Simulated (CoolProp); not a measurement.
Vapour-liquid equilibrium of R22 (1) + R115 (2) at 260.6 K; x and y are mole fractions of (1).

Values from CoolProp's multi-fluid Helmholtz-energy mixture model, Kamei 1995 and Lemmon 2016; pair parameters Bell 2016.

| x | bubble pressure, mixture model (MPa) | bubble pressure, Raoult's law (MPa) | y, mixture model | y, Raoult's law |
|---|---|---|---|---|
| 0.05 | 0.3143 | 0.2923 | 0.111 | 0.055 |
| 0.125 | 0.3380 | 0.2948 | 0.221 | 0.137 |
| 0.2 | 0.3528 | 0.2973 | 0.296 | 0.218 |
| 0.275 | 0.3622 | 0.2998 | 0.354 | 0.297 |
| 0.35 | 0.3681 | 0.3023 | 0.404 | 0.375 |
| 0.425 | 0.3713 | 0.3048 | 0.451 | 0.452 |
| 0.5 | 0.3723 | 0.3073 | 0.499 | 0.527 |
| 0.575 | 0.3711 | 0.3098 | 0.550 | 0.601 |
| 0.65 | 0.3678 | 0.3123 | 0.607 | 0.674 |
| 0.725 | 0.3622 | 0.3148 | 0.671 | 0.746 |
| 0.8 | 0.3543 | 0.3173 | 0.745 | 0.817 |
| 0.875 | 0.3443 | 0.3197 | 0.831 | 0.886 |
| 0.95 | 0.3325 | 0.3222 | 0.928 | 0.955 |

The largest gap from Raoult's law is +21.8 % in bubble pressure, at x = 0.425. y crosses x between x = 0.425 and 0.5: the model has an azeotrope there.

Pair parameters are fitted to limited data, so mixtures are less certain than the pure fluids.
